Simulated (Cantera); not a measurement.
# Gas activation for diamond growth

A perfectly stirred reactor is fed with 1.38 % CH₄, 98.6 % H₂, at 0.0385 atm; it is held at 1775 K, and followed from long to short residence time.

Model: GRI-Mech 3.0 (53 species, 325 reactions), integrated in Cantera. GRI-Mech 3.0 stops at C3 and has no aromatics, soot or wall deposition, so with more carbon than oxygen in the feed, carbon stays in small species such as C2H2 where larger ones or solid carbon would form. Radical loss at walls, strong at low pressure, is not modelled.

| τ (s) | x CH₄ | x H₂ | x C₂H₄ | x CH₂ | x C₂H₂ |
|---|---|---|---|---|---|
| 12 | 0.00193 | 0.991 | 6.68e-6 | 8.91e-8 | 0.00582 |
| 5.0 | 0.00288 | 0.990 | 6.71e-6 | 1.29e-7 | 0.00533 |
| 2.0 | 0.00431 | 0.990 | 7.13e-6 | 1.84e-7 | 0.00461 |
| 0.83 | 0.00615 | 0.989 | 8.25e-6 | 2.46e-7 | 0.00368 |
| 0.34 | 0.00835 | 0.988 | 1.04e-5 | 3.04e-7 | 0.00256 |
| 0.14 | 0.0105 | 0.987 | 1.28e-5 | 3.31e-7 | 0.00146 |
| 0.056 | 0.0123 | 0.986 | 1.37e-5 | 2.92e-7 | 0.000599 |
| 0.023 | 0.0133 | 0.986 | 1.07e-5 | 1.74e-7 | 0.000152 |
| 0.0093 | 0.0136 | 0.986 | 4.59e-6 | 5.50e-8 | 1.66e-5 |
x: mole fraction; the columns are a selection and need not sum to one.
